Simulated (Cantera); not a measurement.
Feed: 1 mol Al, 0.81 mol Cl₂, 12 mol H₂, at 0.0330 Torr.

Method: chemical equilibrium by Gibbs-energy minimisation in Cantera with the NASA 1993 tables (ideal gas, pure condensed phases). Candidate condensed phases: Al, AlCl₃; 12 gas species. The tables' values for AlCl₂ are old estimates; treat these amounts as uncertain. Kinetics and transport are ignored. All values below are at 1098 K.

Base state: H₂ 0.919, AlCl 0.0528, AlCl₃ 0.0199, AlCl₂ 0.00408, HCl 0.00377 (mole fractions); condensed: gas only.

### Question
What changes in the equilibrium state with this change: pressure from 0.0330 Torr to 75.0 Torr?

### Answer
```
species      before     after
----------  -------  --------
H₂            0.919     0.936
AlCl         0.0528    0.0310
AlCl₃        0.0199    0.0292
HCl         0.00377  0.000126
AlCl₂       0.00408   0.00379
Al(l), mol        0     0.180
```
